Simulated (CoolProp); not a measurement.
Vapour-liquid equilibrium of R152A (1) + methanol (2) at 0.253 MPa; x and y are mole fractions of (1).

Computed with CoolProp (multi-fluid Helmholtz-energy mixture model, Outcalt 1996 and de Reuck 1993; pair parameters Bell 2016).

```
x      bubble temperature (K)  y at the bubble point  dew temperature at overall composition x (K)  liquid density (mol/L)
-----  ----------------------  ---------------------  --------------------------------------------  ----------------------
0.05                    323.8                  0.772                                         361.3                   23.06
0.125                   300.5                  0.925                                         358.8                   22.74
0.2                     292.6                  0.951                                         356.2                   22.00
0.275                   289.0                  0.961                                         353.4                   21.18
0.35                    287.0                  0.965                                         350.4                   20.37
0.425                   285.5                  0.969                                         347.0                   19.57
0.5                     284.1                  0.972                                         343.3                   18.81
0.575                   282.6                  0.976                                         339.1                   18.09
0.65                    281.0                  0.979                                         334.2                   17.40
0.725                   279.3                  0.983                                         328.3                   16.74
0.8                     277.4                  0.988                                         320.9                   16.12
0.875                   275.4                  0.992                                         310.7                   15.52
0.95                    273.4                  0.997                                         293.0                   14.94
```

No azeotrope shows between x = 0.05 and 0.95.

The pair parameters rest on a limited set of measurements; away from them the model extrapolates. With so large a gap from Raoult's law the liquid may split in two, which this calculation doesn't test in full.
